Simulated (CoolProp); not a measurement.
Vapour-liquid equilibrium of diethyl ether (1) + benzene (2) at 117.95 °C; x and y are mole fractions of (1).

Model: multi-fluid Helmholtz-energy mixture model, Thol 2014 and Thol 2012; pair parameters Bell 2016, in CoolProp.

| x | bubble pressure, mixture model (kPa) | bubble pressure, Raoult's law (kPa) | y, mixture model | y, Raoult's law |
|---|---|---|---|---|
| 0.05 | 317.2 | 319.6 | 0.137 | 0.151 |
| 0.2 | 412.5 | 421.7 | 0.424 | 0.458 |
| 0.35 | (withheld) | 523.9 | (withheld) | 0.646 |
| 0.5 | (withheld) | 626.0 | 0.738 | 0.772 |
| 0.65 | 709.9 | 728.2 | 0.836 | 0.863 |
| 0.8 | (withheld) | 830.3 | (withheld) | 0.931 |
| 0.95 | 927.8 | 932.5 | (withheld) | 0.985 |

Problem. Complete the blanks.

Solution. 
- 0.35, bubble pressure, mixture model (kPa): 509.1
- 0.35, y, mixture model: 0.608
- 0.5, bubble pressure, mixture model (kPa): 607.9
- 0.8, bubble pressure, mixture model (kPa): 816.1
- 0.8, y, mixture model: 0.915
- 0.95, y, mixture model: 0.980

The largest gap from Raoult's law is -2.9 % in bubble pressure, at x = 0.5. No azeotrope shows between x = 0.05 and 0.95.

The pair parameters rest on a limited set of measurements; away from them the model extrapolates.
